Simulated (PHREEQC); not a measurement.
Synthetic water in mg/L, 20 °C, pH 6.86, pe 8.8:

```
constituent           mg/L
------------------  ------
Na                    0.93
K                     1.18
Ca                    6.55
Mg                    1.93
Cl                    9.79
S(6) as SO4           3.23
Alkalinity as HCO3    13.7
Sr                   0.421
Br                  0.0283
```

Valence states are taken as typed.

All values are PHREEQC results (ion-association model, phreeqc.dat), not measurements.

```
Property                        Result
--------------------  ----------------
ionic strength        0.000843 mol/kgw
charge-balance error            -0.2 %
```

| species | molality | activity | log γ |
|---|---|---|---|
| Cl- | 0.000276 | 0.000267 | -0.014 |
| HCO3- | 0.000224 | 0.000217 | -0.014 |
| Ca+2 | 0.000162 | 0.000143 | -0.056 |
| Mg+2 | 7.88e-5 | 6.93e-5 | -0.056 |
| CO2 | 7.21e-5 | 7.21e-5 | 0.000 |
| Na+ | 4.04e-5 | 3.92e-5 | -0.014 |
| SO4-2 | 3.25e-5 | 2.85e-5 | -0.056 |
| K+ | 3.02e-5 | 2.92e-5 | -0.014 |
| Sr+2 | 4.77e-6 | 4.19e-6 | -0.056 |
| CaSO4 | 6.97e-7 | 6.97e-7 | 0.000 |
| MgSO4 | 4.07e-7 | 4.07e-7 | 0.000 |
| CaHCO3+ | 3.74e-7 | 3.63e-7 | -0.014 |
| Br- | 3.54e-7 | 3.43e-7 | -0.014 |
| MgHCO3+ | 1.78e-7 | 1.72e-7 | -0.014 |

Precipitation was switched off in this run.
